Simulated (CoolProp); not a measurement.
Vapour-liquid equilibrium of benzene (1) + n-dodecane (2) at 0.423 MPa; x and y are mole fractions of (1).

Model: multi-fluid Helmholtz-energy mixture model, Thol 2012 and Lemmon 2004; pair parameters Bell 2016, in CoolProp.

Problem. Give the bubble temperature and the first vapour's composition at x = 0.05, 0.35, 0.65. Is there an azeotrope?

Solution. x = 0.05: 546.0 K, y = 0.224; x = 0.35: 467.9 K, y = 0.894; x = 0.65: 430.4 K, y = 0.980. No azeotrope shows between x = 0.05 and 0.95.

The pair parameters rest on a limited set of measurements; away from them the model extrapolates.
